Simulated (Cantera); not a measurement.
Charge: 1 mol V2O3, a varied amount of H2, at 46.0 mbar.

These are equilibrium values from Cantera (NASA tables, ideal gas, pure condensed phases), not measurements of a reactor. Candidate condensed phases: H2O, V, VO, V2O3, V2O4, V2O5; 12 gas species. Mutual solubility and eutectic melting of coexisting phases are not modelled. VO: taken at fixed stoichiometry. Condensed phases not in the tables: the oxides between V2O3 and V2O5 other than VO2. Rates play no part.

Stable condensed phases, one row left out:

```
T in K \ n(H2) in mol
          1.6  5.3   18   62  210  730 2500
   2100     A    A    A    B    B    B    B
   2000     A    A    A    B    B    B    B
   1800     A    A    A    A    B    B    B
   1700     A    A    A    A    B    B    B
   1600     A    A    A    A    B    B    B
   1500     A    A    A    A    A    B    B
   1400     A    A    A    A    A    B    B
   1300     A    A    A    A    A    A    B
```

A: VO + V2O3; B: VO.

**Question.** Give the row for 1900 K.

**Answer.** 1.6: VO + V2O3; 5.3: VO + V2O3; 18: VO + V2O3; 62: VO; 210: VO; 730: VO; 2500: VO.
